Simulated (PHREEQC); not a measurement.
Solution (25 °C): 0.0049 mol/kgw H2S and 0.013 mol/kgw FeCl2. Closed to the air; pH follows from the charge balance.

Computed with PHREEQC (ion-association model, phreeqc.dat).

Task: The ionic strength comes out as 0.0385 mol/kgw. What activity coefficients do Fe+2, HS-, Cl-, H+, FeCl+ get?

Result: Fe+2 0.51, HS- 0.83, Cl- 0.83, H+ 0.86, FeCl+ 0.84.

Precipitation was switched off in this run. Examples of supersaturated solids here: Mackinawite, FeS(ppt). Others may be too. Species that the database lacks are ignored.
